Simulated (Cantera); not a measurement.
An adiabatic, constant-pressure homogeneous reactor starts with CH₄ : H₂ : O₂ : N₂ = 1 : 0.13 : 0.983 : 3.7 (molar parts), equivalence ratio 2.1, at 1450 K and 5.00 bar. Integrator tolerance rtol = 1e-08.

Cantera simulation using GRI-Mech 3.0 (53 species, 325 reactions); the numbers are that mechanism's predictions, not measurements.

### Question
What does this change do: initial temperature 1450 to 1023 K?

### Answer
| quantity | before | after |
|---|---|---|
| time of steepest temperature rise | 0.437 ms | 19.5 ms |
| temperature at 1.00 s | 2462 K | 2090 K |
| equilibrium temperature | 2462 K | 2090 K |
| x(CH₄) at 1.00 s | 5.98e-10 (gas-phase equilibrium 6.76e-10) | 4.15e-9 (gas-phase equilibrium 4.73e-9) |
| x(H₂) at 1.00 s | 0.183 (gas-phase equilibrium 0.183) | 0.187 (gas-phase equilibrium 0.187) |
| x(O₂) at 1.00 s | 2.32e-6 (gas-phase equilibrium 2.32e-6) | 2.73e-8 (gas-phase equilibrium 2.73e-8) |
| x(C₂H₆) at 1.00 s | <1e-12 (gas-phase equilibrium <1e-12) | <1e-12 (gas-phase equilibrium <1e-12) |
| x(CH₂CO) at 1.00 s | <1e-12 (gas-phase equilibrium <1e-12) | 1.60e-12 (gas-phase equilibrium 1.82e-12) |

### Question
What does this change do: initial temperature 1450 to 1375 K?

### Answer
```csv
quantity,before,after
time of steepest temperature rise,0.437 ms,0.856 ms
temperature at 1.00 s,2462 K,2398 K
equilibrium temperature,2462 K,2398 K
x(CH₄) at 1.00 s,5.98e-10 (gas-phase equilibrium 6.76e-10),7.99e-10 (gas-phase equilibrium 9.05e-10)
x(H₂) at 1.00 s,0.183 (gas-phase equilibrium 0.183),0.184 (gas-phase equilibrium 0.184)
x(O₂) at 1.00 s,2.32e-6 (gas-phase equilibrium 2.32e-6),1.19e-6 (gas-phase equilibrium 1.19e-6)
x(C₂H₆) at 1.00 s,<1e-12 (gas-phase equilibrium <1e-12),<1e-12 (gas-phase equilibrium <1e-12)
x(CH₂CO) at 1.00 s,<1e-12 (gas-phase equilibrium <1e-12),<1e-12 (gas-phase equilibrium 1.08e-12)
```

### Question
What does this change do: H2 0.13 to 0.19 parts?

### Answer
```csv
quantity,before,after
time of steepest temperature rise,0.437 ms,0.349 ms
temperature at 1.00 s,2462 K,2454 K
equilibrium temperature,2462 K,2454 K
x(CH₄) at 1.00 s,5.98e-10 (gas-phase equilibrium 6.76e-10),6.86e-10 (gas-phase equilibrium 7.76e-10)
x(H₂) at 1.00 s,0.183 (gas-phase equilibrium 0.183),0.190 (gas-phase equilibrium 0.190)
x(O₂) at 1.00 s,2.32e-6 (gas-phase equilibrium 2.32e-6),1.98e-6 (gas-phase equilibrium 1.98e-6)
x(C₂H₆) at 1.00 s,<1e-12 (gas-phase equilibrium <1e-12),<1e-12 (gas-phase equilibrium <1e-12)
x(CH₂CO) at 1.00 s,<1e-12 (gas-phase equilibrium <1e-12),<1e-12 (gas-phase equilibrium 1.06e-12)
```
